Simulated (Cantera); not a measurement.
A closed system holds: 1 mol MgO, 1.3 mol CH₄, 0.1 mol H₂, at 3.80 bar.

Cantera equilibrium calculation (NASA polynomials, part measured and part estimated; ideal gas, pure solids and liquids). Candidate condensed phases: C, C₆H₆, C₇H₈, C₈H₁₈, H₂O, Mg, MgCO₃, MgO, Mg(OH)₂; 116 gas species. The numbers say what is thermodynamically allowed, not how fast it happens.

Problem. At 973 K, list the 3 most abundant gas species with their mole fractions, and the condensed phases.

Solution. H₂ 0.736, CH₄ 0.264, C₂H₆ 1.31e-5. Condensed: C(graphite) + MgO(s).
